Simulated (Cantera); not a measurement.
An isothermal plug-flow reactor at 500 K and 1.00 bar (inlet), inlet velocity 2.9 m/s, active area per volume 5100 1/m; feed H₂ : O₂ : N₂ = 0.013 : 0.09 : 0.79 (molar parts), equivalence ratio 0.072.

Detailed kinetics in Cantera: Deutschmann's 1995 Pt surface mechanism with GRI-Mech 3.0 gas chemistry. Catalytic surfaces can have several steady states; this one follows from the mechanism file's or the stated starting coverage. Mass transfer to the wall is taken as infinitely fast.

**Question.** What does this change do: temperature 500 to 748 K?

**Answer.** 
```
quantity                 before     after
----------------------  -------  --------
x(H₂) at z = 0.017 m    7.88e-5  2.60e-11
x(O₂) at z = 0.017 m     0.0942    0.0942
x(H₂O) at z = 0.017 m    0.0146    0.0147
θ(free Pt) at the exit  0.00123    0.0179
θ(O*) at the exit         0.993     0.980
θ(OH*) at the exit      0.00540   0.00230
```

**Question.** What does this change do: temperature 500 to 800 K?

**Answer.** 
```json
[
 {"quantity": "x(H₂) at z = 0.017 m", "before": "7.88e-5", "after": "<1e-12"},
 {"quantity": "x(O₂) at z = 0.017 m", "before": "0.0942", "after": "0.0942"},
 {"quantity": "x(H₂O) at z = 0.017 m", "before": "0.0146", "after": "0.0147"},
 {"quantity": "θ(free Pt) at the exit", "before": "0.00123", "after": "0.0372"},
 {"quantity": "θ(O*) at the exit", "before": "0.993", "after": "0.960"},
 {"quantity": "θ(OH*) at the exit", "before": "0.00540", "after": "0.00244"}
]
```
